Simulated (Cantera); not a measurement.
An isothermal plug-flow reactor at 650 K and 0.790 bar (inlet), inlet velocity 0.32 m/s, active area per volume 120 1/m; feed CO : O2 : N2 : H2O = 0.0058 : 0.042 : 0.79 : 0.09 (molar parts), equivalence ratio 0.069.

Detailed kinetics in Cantera: Deutschmann's 1995 Pt surface mechanism with GRI-Mech 3.0 gas chemistry. Catalytic surfaces can have several steady states; this one follows from the mechanism file's or the stated starting coverage. Mass transfer to the wall is taken as infinitely fast.

| quantity | before | after |
|---|---|---|
| x(CO) at z = 0.0043 m | 0.00364 | 0.00451 |
| x(O2) at z = 0.0043 m | 0.0440 | 0.0444 |
| x(H2O) at z = 0.0043 m | 0.0971 | 0.0971 |
| x(CO2) at z = 0.0043 m | 0.00262 | 0.00175 |
| θ(free Pt) at the exit | 0.0652 | 0.0495 |
| θ(O*) at the exit | 0.0566 | 0.0315 |
| θ(OH*) at the exit | 0.00474 | 0.00308 |
| θ(CO*) at the exit | 0.873 | 0.916 |

Name the change that produced these shifts.
A. O2 0.042 to 0.017 parts
B. CO 0.0058 to 0.0022 parts
C. inlet velocity 0.32 to 0.41 m/s
D. pressure from 0.790 bar to 0.720 bar

C, inlet velocity 0.32 to 0.41 m/s
